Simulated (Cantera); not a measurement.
**Premixed flame**

A freely propagating, adiabatic, planar premixed flame of 25.7 % H2, 14.3 % O2, 53.8 % N2, 6.18 % H2O, equivalence ratio 0.90, unburnt at 400 K and 5.00 bar; multicomponent transport, grid criteria slope 0.08 and curve 0.16, no radiation.

Computed with Cantera and the H2/O2 subset of GRI-Mech 3.0, which has no nitrogen chemistry. The hydrogen kinetics of GRI-Mech 3.0 are dated; newer H2 mechanisms differ, most at raised pressure. Burning velocities carry a grid error of a few per cent, more on coarse grids.

```
z (mm)   T (K)  u (m/s)     x H2    x O2   x H2O       x O       x H    x H2O2
-------  -----  -------  -------  ------  ------  --------  --------  --------
-0.171     400     1.76    0.257   0.143  0.0618     <1e-8     <1e-8     <1e-8
-0.114     401     1.75    0.255   0.144  0.0620     <1e-8     <1e-8   8.13e-8
-0.0854    402     1.75    0.252   0.144  0.0623   1.06e-8     <1e-8   3.60e-7
-0.0569    411     1.77    0.241   0.146  0.0638   7.69e-8     <1e-8   3.68e-6
-0.0285    548     2.25    0.194   0.149  0.0814   4.90e-6   2.76e-6   9.94e-5
-0.0142    897     3.57    0.144   0.133   0.128  0.000159  0.000629  0.000189
0         1326     5.19   0.0904  0.0994   0.201   0.00135   0.00466   5.55e-5
0.0142    1617     6.29   0.0505  0.0651   0.262   0.00301   0.00881   6.63e-6
0.0285    1785     6.93   0.0304  0.0452   0.295   0.00368   0.00929   3.93e-6
0.0569    1950     7.54   0.0181  0.0322   0.319   0.00318   0.00627   2.39e-6
0.114     2078     7.99   0.0113  0.0268   0.334   0.00182   0.00279   1.47e-6
0.228     2157     8.26  0.00617  0.0240   0.344  0.000877  0.000995   9.26e-7
0.455     2198     8.40  0.00301  0.0227   0.350  0.000414  0.000326   5.99e-7
```
x: mole fraction of selected species; z is measured from the peak of heat release.

```json
{
  "laminar_burning_velocity": "176 cm/s",
  "thermal_thickness": "0.0569 mm",
  "peak x(O)": "0.00370",
  "peak x(H)": "0.00949",
  "peak x(H2O2)": "0.000191",
  "grid_points": "107"
}
```
